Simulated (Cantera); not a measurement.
Feed: 1 mol Si, 0.0039 mol O2, 70 mol H2, at 677 °C and 1.30 mbar.

Cantera equilibrium calculation (NASA polynomials, part measured and part estimated; ideal gas, pure solids and liquids). Candidate condensed phases: H2O, Si, SiO2; 18 gas species. Rates play no part.

Base state: H2 1.00 (mole fractions); condensed: Si(s) + SiO2(β-quartz).

Problem. What changes in the equilibrium state with this change: temperature from 677 °C to 1777 °C?

Solution. 
```csv
species,before,after
H2,1.00,0.926
H,1.54e-8,0.0605
Si,<1e-9,0.0132
SiH,<1e-9,0.000277
Si2,<1e-9,3.40e-5
"Si(s), mol",0.996,0
"SiO2(β-quartz), mol",0.00390,0
```
Gases not in the tables: Si2H6 and higher silanes.

Problem. What changes in the equilibrium state with this change: temperature from 677 °C to 902 °C?

Solution. 
```tsv
species	before	after
H2	1.00	1.000
SiO	4.44e-8	0.000111
Si(s), mol	0.996	0.992
SiO2(β-quartz), mol	0.00390	0
```
